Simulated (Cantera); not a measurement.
## Thermodynamics of carbothermic reduction, feed Fe3O4 + CH4 + CO

A closed system holds: 1 mol Fe3O4, 0.45 mol CH4, 1.4 mol CO, equilibrated at 1975 °C.

Cantera equilibrium calculation (NASA polynomials, part measured and part estimated; ideal gas, pure solids and liquids). Candidate condensed phases: C, C6H6, C7H8, C8H18, Fe, Fe(CO)5, FeO, Fe(OH)2, Fe(OH)3, Fe2O3, Fe3O4, H2O; 114 gas species. The tables' stoichiometric FeO is somewhat more stable than real wüstite, so its field is too wide. FeO: taken at fixed stoichiometry. Equilibrium is a limit: real reactors are often held back by kinetics, nucleation or transport.

```csv
P (Pa),x CO,x Fe,x H2,x CO2,x H2O,x O,x H,x O2,x FeO,x OH,n FeO(l)
10,0.172,0.357,0.0172,0.0633,0.0345,0.112,0.0965,0.0942,0.0242,0.0290,0
52,0.146,0.375,0.0172,0.120,0.0768,0.0480,0.0423,0.0902,0.0566,0.0283,0
270,0.295,0.234,0.0484,0.177,0.158,0.00674,0.0311,0.00922,0.0258,0.0152,1.98
1400,0.470,0.107,0.115,0.118,0.158,0.000548,0.0211,0.000315,0.00498,0.00434,2.65
7200,0.559,0.0345,0.168,0.0853,0.139,6.44e-5,0.0112,2.24e-5,0.000968,0.00140,2.90
37000,0.591,0.00811,0.190,0.0746,0.131,1.04e-5,0.00527,2.99e-6,0.000188,0.000542,2.98
190000,0.599,0.00166,0.196,0.0721,0.129,1.93e-6,0.00236,5.30e-7,3.67e-5,0.000232,2.99
1000000,0.601,0.000318,0.198,0.0716,0.128,3.62e-7,0.00103,9.86e-8,6.97e-6,0.000100,3.00
```
x: gas mole fraction; n: condensed amount in mol.

From 10.0 Pa to 52.0 Pa nothing is condensed. From 270 Pa to 1000000 Pa the condensed part is FeO(l). The main Fe-bearing gas is Fe throughout.
